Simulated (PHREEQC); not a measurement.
Solution (20 °C): 0.0041 mol HF, 0.0011 mol H2SiF6, 0.0044 mol H3BO3 and 0.00017 mol HCl per kg of water. Closed to the air; pH follows from the charge balance.

The numbers come from PHREEQC with the ion-association model, phreeqc.dat.

Precipitation was switched off in this run.

**Question.** Estimate the pH.

**Answer.** pH 2.52.

**Question.** In which forms is B present?

**Answer.** H3BO3 76 %, BF4- 18 %, BF3OH- 3.3 %, BF2(OH)2- 2.0 % of the B.

Saturation is exceeded, for instance for Quartz (slow to form), Chalcedony (slow to form); the values hold only as long as no solid forms. SiF6-2 is the database's only silicon fluoride. Real BF4- forms and hydrolyses slowly; the run takes it at equilibrium.
